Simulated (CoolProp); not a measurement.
Saturated liquid density (kg/m³) of sulfur dioxide: the reference equation beside estimates from Tc = 157.5 °C, pc = 7887 kPa, ω = 0.256.

Model: reference Helmholtz-energy equation of state, Gao 2016, in CoolProp.

```csv
T (°C),reference,van der Waals,Redlich-Kwong,Soave-Redlich-Kwong,Peng-Robinson
-38.95,1536,901.8,[?],1368,1541
-14.45,1473,869.4,1280,[?],1489
9.95,1408,834.2,1218,1263,1428
34.35,1340,795.4,1150,1198,1357
58.85,1265,751.8,1072,1123,1273
83.25,1181,702.1,982.2,1033,1172
107.65,[?],642.7,875.4,921.7,1045
132.05,942.3,565.5,738.4,774.4,873.0
```

Question: Complete the blanks.

Answer: 
- -38.95, Redlich-Kwong: 1335
- -14.45, Soave-Redlich-Kwong: 1319
- 107.65, reference: 1079

Absolute difference from the reference over all 8 rows, mean and median: van der Waals 40.7 and 40.6 %, Redlich-Kwong 15.8 and 14.7 %, Soave-Redlich-Kwong 12.3 and 11.1 %, Peng-Robinson 2.0 and 1.2 %.
